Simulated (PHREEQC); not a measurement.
A solution holds 23 mmol/kgw NaF and 0.1 mmol/kgw MnCl2, at 20 °C. Closed to the air; pH follows from the charge balance.

The numbers come from PHREEQC with the ion-association model, phreeqc.dat.

This is a speciation only: nothing precipitates in the calculation.

Estimate the pH, specific conductance.

pH 7.76; specific conductance 1940 µS/cm.

In which forms is Mn present?

Mn+2 92 %, MnF+ 8.3 % of the Mn.

Species that the database lacks are ignored.
